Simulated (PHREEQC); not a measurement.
Reverse-osmosis permeate: an equilibrium model

Synthetic water in mg/L, 25 °C, pH 6.3, pe 12:

```
constituent            mg/L
------------------  -------
Na                     1.38
K                   0.00174
Ca                    0.492
Mg                    0.226
Cl                     1.65
S(6) as SO4            1.75
Alkalinity as HCO3     1.27
Zn                  0.00213
Pb                   0.0555
```

Valence states are taken as typed.

All values are PHREEQC results (ion-association model, wateq4f.dat), not measurements.

Each row changes one thing in this solution. No solid was allowed to form.

| case | CO2 (mol/kgw) | HCO3- (mol/kgw) | Pb+2 (mol/kgw) | CaSO4 (mol/kgw) | MgSO4 (mol/kgw) | PbOH+ (mol/kgw) | SI of Pb(OH)2 (Pb(OH)2) | SI of Anglesite (PbSO4) |
|---|---|---|---|---|---|---|---|---|
| as made | 2.36e-5 | 2.13e-5 | 2.44e-7 | 3.96e-8 | 3.52e-8 | 9.12e-9 | -2.19 | -3.61 |
| Cl from 1.65 to 0.825 mg/L | 2.36e-5 | 2.13e-5 | 2.44e-7 | 3.98e-8 | 3.54e-8 | 9.14e-9 | -2.18 | -3.61 |
| temperature from 25 to 65 °C at the same typed pH | 2.06e-5 | 2.10e-5 | 2.40e-7 | 5.43e-8 | 8.58e-8 | 8.92e-9 | -0.98 | -3.81 |
| all concentrations times 4 at the same typed pH | 9.14e-5 | 8.34e-5 | 8.55e-7 | 5.60e-7 | 4.97e-7 | 3.07e-8 | -1.67 | -2.52 |
| Alkalinity from 1.27 to 0.635 mg/L | 1.21e-5 | 1.09e-5 | 2.50e-7 | 3.97e-8 | 3.53e-8 | 9.32e-9 | -2.18 | -3.60 |

Complexes and solids missing from the database can't appear. Away from 25 °C the constants follow the database's enthalpies or fits; those with neither stay at their 25 °C values.
